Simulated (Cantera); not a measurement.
A closed system holds: 1 mol SiH4, 0.16 mol C2H4, 32 mol H2, 0.037 mol HCl, held at 0.350 bar.

Cantera equilibrium calculation (NASA polynomials, part measured and part estimated; ideal gas, pure solids and liquids). Candidate condensed phases: C, C6H6, C7H8, C8H18, Si, SiC; 109 gas species. Mutual solubility and eutectic melting of coexisting phases are not modelled. Gases not in the tables: Si2H6 and higher silanes. Equilibrium is a limit: real reactors are often held back by kinetics, nucleation or transport.

What share of the Si ends up in condensed phases as a function of T (K), at 1550, 1650, 1750, 1850, 1950, 2050, 2150, 2250?


```tsv
T (K)	Si condensed (%)	as
1550	100.0	Si(s) + SiC(s)
1650	99.9	Si(s) + SiC(s)
1750	99.9	Si(l) + SiC(s)
1850	99.7	Si(l) + SiC(s)
1950	99.4	Si(l) + SiC(s)
2050	98.4	Si(l) + SiC(s)
2150	96.0	Si(l) + SiC(s)
2250	90.3	Si(l) + SiC(s)
```
